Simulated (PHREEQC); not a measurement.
Consider water at 55 °C with 27 mmol/kgw NaHCO3, 0.24 mmol/kgw Na2B4O7 and 0.81 mmol/kgw NaCl. Closed to the air; pH follows from the charge balance.

Computed with PHREEQC (Pitzer model, pitzer.dat).

Task: The ionic strength comes out as 0.0289 mol/kgw. What activity coefficients do OH-, HCO3-, B(OH)4-, Cl-, CO3-2 get?

Result: OH- 0.84, HCO3- 0.92, B(OH)4- 0.83, Cl- 0.84, CO3-2 0.46. Single-ion values are on the MacInnes scale.

Precipitation was switched off in this run. Away from 25 °C the constants follow the database's enthalpies or fits; those with neither stay at their 25 °C values.
